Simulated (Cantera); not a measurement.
A Cantera script and what it prints.

```python
import numpy as np
import cantera as ct

gas_names = """
    H H2 H2S N NH NH2 NH3 N2 N2H2 N2H4 Pb PbS Pb2 S SH SN S2 S8
""".split()
cond_names = """
    Pb(cr) Pb(L) PbS(s) PbS(L) S(cr1) S(cr2) S(L)
""".split()


# ... load() reads the species with a 1 bar reference pressure and builds the phases ...
atoms = {
    'PbS': {'Pb': 1, 'S': 1},
    'H2': {'H': 2},
    'N2': {'N': 2},
}
top_T = {}  # K; cautious upper limits of use, not melting points


# ... equilibrate(T, P, feed) seeds the gas with the atoms and calls Mixture.equilibrate('TP', solver="vcs", rtol=1e-11, max_steps=5000) ...
results = []
feed = {'PbS': 1, 'H2': 1.1, 'N2': 0.53}  # mol
P = 4600  # Pa
for T in [1750, 1775, 1800, 1825, 1850, 1875, 1900, 1925, 1950, 1975, 2000, 2025]:
    mix = equilibrate(T, P, feed)
    results.append((T, P, feed, dict(zip(mix.species_names, mix.species_moles))))

top = {s: max(r[3][s] / sum(r[3][g] for g in gas_names) for r in results) for s in gas_names}
cols = sorted((s for s in top if top[s] > 0.001), key=lambda s: -top[s])[:8]
seen = [c for c in cond_names if any(r[3].get(c, 0) > 1e-12 for r in results)]
print("log10 of partial pressures in bar; condensed amounts in mol")
print(f"{'T/K':>10s}" + "".join(f"{s[:9]:>10s}" for s in cols + seen))
for T, P, feed, n in results:
    ng = sum(n[g] for g in gas_names)
    print(f"{T:10.4g}" + "".join(f"{np.log10(max(n[s] / ng * P / 1e5, 1e-99)):10.3f}" for s in cols)
          + "".join(f"{n.get(c, 0):10.4g}" for c in seen))
```

Result:

```
log10 of partial pressures in bar; condensed amounts in mol
       T/K        H2       PbS        N2        Pb        S2       H2S        SH         H
      1750    -1.762    -1.932    -2.053    -2.300    -2.720    -3.013    -3.663    -4.515
      1775    -1.763    -1.946    -2.054    -2.275    -2.686    -3.035    -3.615    -4.420
      1800    -1.764    -1.960    -2.056    -2.251    -2.655    -3.058    -3.570    -4.328
      1825    -1.766    -1.975    -2.058    -2.229    -2.626    -3.081    -3.527    -4.239
      1850    -1.767    -1.990    -2.060    -2.207    -2.599    -3.103    -3.485    -4.152
      1875    -1.769    -2.007    -2.062    -2.186    -2.573    -3.127    -3.445    -4.068
      1900    -1.770    -2.023    -2.064    -2.166    -2.550    -3.150    -3.408    -3.986
      1925    -1.772    -2.041    -2.066    -2.147    -2.529    -3.173    -3.371    -3.906
      1950    -1.774    -2.059    -2.068    -2.130    -2.509    -3.197    -3.337    -3.828
      1975    -1.776    -2.078    -2.070    -2.113    -2.490    -3.220    -3.304    -3.752
      2000    -1.778    -2.097    -2.072    -2.097    -2.474    -3.244    -3.272    -3.678
      2025    -1.781    -2.117    -2.074    -2.081    -2.458    -3.268    -3.242    -3.606
```

Method: chemical equilibrium by Gibbs-energy minimisation in Cantera with the NASA 1993 tables (ideal gas, pure condensed phases).
